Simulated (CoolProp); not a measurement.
Vapour-liquid equilibrium of p-xylene (1) + n-undecane (2) at 309.6 K; x and y are mole fractions of (1).

Model: multi-fluid Helmholtz-energy mixture model, Zhou 2012 and Aleksandrov 2011; pair parameters Bell 2016, in CoolProp.

Problem. Give the bubble pressure and the first vapour's composition at x = 0.275, 0.425, 0.875. Is there an azeotrope?

Solution. x = 0.275: 0.0007076 MPa, y = 0.863; x = 0.425: 0.001018 MPa, y = 0.924; x = 0.875: 0.001949 MPa, y = 0.991. No azeotrope shows between x = 0.05 and 0.95.

The pair parameters rest on a limited set of measurements; away from them the model extrapolates.
